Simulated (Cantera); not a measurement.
Feed: 1 mol SiH2Cl2, 1.1 mol H2O, 64 mol H2, equilibrated at 1600 °C and 0.698 Torr.

Equilibrium computed with Cantera from the NASA thermochemical tables; the gas is ideal and each condensed phase is pure. Candidate condensed phases: H2O, Si, SiO2; 30 gas species. Kinetics and transport are ignored.

Base state: H2 0.934, HCl 0.0286, H 0.0205, SiO 0.0145, H2O 0.00145, Cl 0.000474 (mole fractions); condensed: gas only.

### Question
What changes in the equilibrium state with this change: temperature from 1600 °C to 1002 °C?

### Answer
```json
[
 {"species": "H2", "before": "0.934", "after": "0.968"},
 {"species": "HCl", "before": "0.0286", "after": "0.0260"},
 {"species": "SiO", "before": "0.0145", "after": "0.00439"},
 {"species": "H", "before": "0.0205", "after": "2.38e-5"},
 {"species": "SiCl2", "before": "2.10e-8", "after": "0.00181"},
 {"species": "SiCl3", "before": "<1e-9", "after": "2.02e-5"},
 {"species": "H2O", "before": "0.00145", "after": "1.85e-7"},
 {"species": "Si(s), mol", "before": "0", "after": "0.179"},
 {"species": "SiO2(β-quartz), mol", "before": "0", "after": "0.402"}
]
```
Mutual solubility and eutectic melting of coexisting phases are not modelled. The tables' values for SiCl3 are old estimates; treat these amounts as uncertain. The tables hold silica as quartz up to 1696 K and as liquid above; real silica turns to tridymite and cristobalite and melts near 1996 K.
